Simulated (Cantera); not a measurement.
Cantera run, input and output.

```python
import numpy as np
import cantera as ct

gas = ct.Solution("gri30.yaml")
gas.TPX = 1350, 101325, {'CO': 0.0019, 'O2': 0.0047, 'H2O': 0.011, 'N2': 1}
inlet = ct.Reservoir(gas, clone=True)

reactor = ct.IdealGasConstPressureReactor(gas, energy="off", clone=False)
exhaust = ct.Reservoir(gas, clone=True)
tau = [0.37, 0.2, 0.11, 0.06, 0.033, 0.018, 0.0096, 0.0052, 0.0028, 0.0015][0]
for a, b in ((inlet, reactor), (reactor, exhaust)):
    ct.MassFlowController(a, b, mdot=lambda t: reactor.mass / tau)
net = ct.ReactorNet([reactor])
show = ['CO', 'O2', 'H2O', 'HO2', 'NO', 'H']

rows = []
print(f"{'tau/s':>10s}{'T/K':>9s}" + "".join(f"{s:>11s}" for s in show))
for tau in [0.37, 0.2, 0.11, 0.06, 0.033, 0.018, 0.0096, 0.0052, 0.0028, 0.0015]:
    net.initial_time = 0.0
    net.advance(30 * tau)
    before = gas.X
    net.advance(40 * tau)
    drift = np.max(np.abs(gas.X - before) / (gas.X + 1e-9))
    rows.append([gas.T, *gas[show].X, drift])
    print(f"{tau:10.3e}{gas.T:9.1f}" + "".join(f"{x:11.3e}" for x in gas[show].X))
```

It prints:

```
     tau/s      T/K         CO         O2        H2O        HO2         NO          H
 3.700e-01   1350.0  5.263e-05  3.708e-03  1.079e-02  2.153e-07  1.746e-07  2.003e-06
 2.000e-01   1350.0  7.924e-05  3.721e-03  1.078e-02  2.906e-07  1.495e-07  3.548e-06
 1.100e-01   1350.0  1.174e-04  3.739e-03  1.077e-02  3.773e-07  1.255e-07  6.116e-06
 6.000e-02   1350.0  1.738e-04  3.768e-03  1.075e-02  4.752e-07  1.046e-07  1.043e-05
 3.300e-02   1350.0  2.539e-04  3.808e-03  1.073e-02  5.763e-07  8.812e-08  1.718e-05
 1.800e-02   1350.0  3.684e-04  3.867e-03  1.070e-02  6.772e-07  7.461e-08  2.732e-05
 9.600e-03   1350.0  5.328e-04  3.951e-03  1.067e-02  7.733e-07  6.144e-08  4.127e-05
 5.200e-03   1350.0  7.456e-04  4.059e-03  1.064e-02  8.519e-07  4.657e-08  5.572e-05
 2.800e-03   1350.0  1.012e-03  4.192e-03  1.063e-02  9.066e-07  2.874e-08  6.442e-05
 1.500e-03   1350.0  1.313e-03  4.339e-03  1.065e-02  9.170e-07  1.189e-08  5.771e-05
```

Detailed kinetics in Cantera: GRI-Mech 3.0 (53 species, 325 reactions).
